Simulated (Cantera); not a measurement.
A closed system holds: 1 mol TEOS, 6.1 mol O2, at 975 °C and 51.0 Pa.

Cantera equilibrium calculation (NASA polynomials, part measured and part estimated; ideal gas, pure solids and liquids). Candidate condensed phases: C, C6H6, C7H8, C8H18, H2O, Si, SiC, SiO2; 123 gas species. The feed counts by its element totals alone. The tables hold silica as quartz up to 1696 K and as liquid above; real silica turns to tridymite and cristobalite and melts near 1996 K. Rates play no part.

Base state: H2 0.340, CO 0.316, H2O 0.216, CO2 0.129, H 1.21e-5 (mole fractions); condensed: SiO2(β-quartz).

**Question.** What changes in the equilibrium state with this change: temperature from 975 °C to 327 °C?

**Answer.** 
| species | before | after |
|---|---|---|
| H2 | 0.340 | 0.448 |
| CO2 | 0.129 | 0.348 |
| H2O | 0.216 | 0.160 |
| CO | 0.316 | 0.0344 |
| CH4 | <1e-9 | 0.00965 |
| H | 1.21e-5 | <1e-9 |
| SiO2(β-quartz), mol | 1.00 | 0 |
| C(graphite), mol | 0 | 1.75 |
| SiO2(α-quartz), mol | 0 | 1.00 |

**Question.** What changes in the equilibrium state with this change: O2 from 6.1 to 22 mol?

**Answer.** 
| species | before | after |
|---|---|---|
| O2 | <1e-9 | 0.357 |
| H2O | 0.216 | 0.357 |
| CO2 | 0.129 | 0.286 |
| H2 | 0.340 | 8.78e-7 |
| CO | 0.316 | 1.09e-6 |
| OH | 7.82e-8 | 8.05e-5 |
| H | 1.21e-5 | 1.94e-8 |
| SiO2(β-quartz), mol | 1.00 | 1.00 |
